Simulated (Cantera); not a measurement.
Input (Python, Cantera) and output of one run.

```python
import numpy as np
import cantera as ct

gas_names = """
    O3 CrO3
""".split()
cond_names = """
    Cr(cr) Cr(L)
""".split()


# ... load() reads the species with a 1 bar reference pressure and builds the phases ...
species = {s.name: s for s in load("nasa_gas.yaml", gas_names) + load("nasa_condensed.yaml", cond_names)}
# Each term lists the table entries of one substance; the one whose range holds T is used.
reactions = {
    'O3(g) + Cr = CrO3(g)':
        [(-1, ['O3']), (-1, ['Cr(cr)', 'Cr(L)']), (1, ['CrO3'])],
}


def pick(names, T):
    return next(species[n] for n in names if species[n].thermo.min_temp <= T <= species[n].thermo.max_temp)


results = []
for label, terms in reactions.items():
    print(label)
    print("     T/K   dH/kJ  dS/(J/K)   dG/kJ   log10 K")
    for T in [425, 525, 625, 725, 825, 925, 1025, 1125, 1225, 1325, 1425]:
        used = [(nu, pick(names, T)) for nu, names in terms]
        dH = sum(nu * s.thermo.h(T) for nu, s in used) / 1e6
        dS = sum(nu * s.thermo.s(T) for nu, s in used) / 1e3
        dG = dH - T * dS / 1e3
        logK = -dG * 1e6 / (ct.gas_constant * T * np.log(10))
        results.append((label, T, dH, dS, dG, logK, [s.name for _, s in used]))
        print(f"{T:8g} {dH:8.1f} {dS:8.1f} {dG:8.1f} {logK:8.2f}")
```

Output:

```
O3(g) + Cr = CrO3(g)
     T/K   dH/kJ  dS/(J/K)   dG/kJ   log10 K
     425   -435.4      1.5   -436.1    53.59
     525   -435.9      0.4   -436.1    43.39
     625   -436.5     -0.5   -436.1    36.45
     725   -437.0     -1.4   -436.0    31.42
     825   -437.7     -2.2   -435.9    27.60
     925   -438.4     -3.1   -435.6    24.60
    1025   -439.3     -3.9   -435.3    22.18
    1125   -440.2     -4.8   -434.8    20.19
    1225   -441.3     -5.7   -434.3    18.52
    1325   -442.6     -6.7   -433.7    17.10
    1425   -444.1     -7.8   -432.9    15.87
```

Cantera with NASA thermochemical tables; ideal gases at 1 bar, condensed phases pure. Condensed species are held in their standard states even where they would react or evaporate.
